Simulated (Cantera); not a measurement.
# Thermodynamics of boron, boron nitride and boron oxide, feed B₂O₃ + H₂ + N₂

Charge: 1 mol B₂O₃, 1 mol H₂, 0.47 mol N₂, equilibrated at 133 Pa.

Equilibrium computed with Cantera from the NASA thermochemical tables; the gas is ideal and each condensed phase is pure. Candidate condensed phases: B, BN, B₂O₃, B₃O₃H₃, H₂O; 39 gas species. N₂ is the only nitrogen source here; it is nearly inert below about 1500 K, so the nitride shown seldom forms there in practice. Mutual solubility and eutectic melting of coexisting phases are not modelled. Kinetics and transport are ignored.

```json
[
 {"T (K)": "1000", "x H₂": "0.680", "x N₂": "0.320", "x HBO₂": "1.60e-5", "x HBO": "1.11e-7", "x B₂O₃": "2.51e-9", "x H₂O": "0.000496", "n BN(s)": "0.000494", "n B₂O₃(l)": "1.000"},
 {"T (K)": "1050", "x H₂": "0.680", "x N₂": "0.320", "x HBO₂": "4.28e-5", "x HBO": "5.92e-7", "x B₂O₃": "2.45e-8", "x H₂O": "0.000487", "n BN(s)": "0.000498", "n B₂O₃(l)": "1.000"},
 {"T (K)": "1100", "x H₂": "0.680", "x N₂": "0.320", "x HBO₂": "0.000104", "x HBO": "2.71e-6", "x B₂O₃": "1.92e-7", "x H₂O": "0.000477", "n BN(s)": "0.000517", "n B₂O₃(l)": "1.000"},
 {"T (K)": "1150", "x H₂": "0.680", "x N₂": "0.320", "x HBO₂": "0.000233", "x HBO": "1.08e-5", "x B₂O₃": "1.25e-6", "x H₂O": "0.000466", "n BN(s)": "0.000566", "n B₂O₃(l)": "1.000"},
 {"T (K)": "1200", "x H₂": "0.680", "x N₂": "0.319", "x HBO₂": "0.000486", "x HBO": "3.83e-5", "x B₂O₃": "6.90e-6", "x H₂O": "0.000456", "n BN(s)": "0.000666", "n B₂O₃(l)": "0.999"},
 {"T (K)": "1250", "x H₂": "0.679", "x N₂": "0.319", "x HBO₂": "0.000951", "x HBO": "0.000122", "x B₂O₃": "3.31e-5", "x H₂O": "0.000445", "n BN(s)": "0.000842", "n B₂O₃(l)": "0.999"},
 {"T (K)": "1300", "x H₂": "0.678", "x N₂": "0.319", "x HBO₂": "0.00176", "x HBO": "0.000357", "x B₂O₃": "0.000140", "x H₂O": "0.000434", "n BN(s)": "0.00111", "n B₂O₃(l)": "0.998"},
 {"T (K)": "1350", "x H₂": "0.676", "x N₂": "0.319", "x HBO₂": "0.00309", "x HBO": "0.000957", "x B₂O₃": "0.000527", "x H₂O": "0.000423", "n BN(s)": "0.00145", "n B₂O₃(l)": "0.995"},
 {"T (K)": "1400", "x H₂": "0.673", "x N₂": "0.318", "x HBO₂": "0.00519", "x HBO": "0.00238", "x B₂O₃": "0.00180", "x H₂O": "0.000411", "n BN(s)": "0.00170", "n B₂O₃(l)": "0.991"}
]
```
x: gas mole fraction; n: condensed amount in mol.

From 1000 K to 1400 K the condensed part is BN(s) + B₂O₃(l). The main B-bearing gas is HBO₂ throughout.
